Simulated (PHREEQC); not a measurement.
Make-up at 25 °C: 0.0013 mol CuSO4 and 0.0013 mol H3BO3 per kg of water. Closed to the air; pH follows from the charge balance.

The numbers come from PHREEQC with the ion-association model, wateq4f.dat.

No solid was allowed to form.

**Question.** Predict the pH, ionic strength.

**Answer.** pH 5.27; ionic strength 0.00459 mol/kgw.

**Question.** In which forms is Cu present?

**Answer.** Cu+2 88 %, CuSO4 12 % of the Cu.

The solution is supersaturated, for example in Brochantite, Antlerite, so a real one may precipitate; this is no full list. Species that the database lacks are ignored.
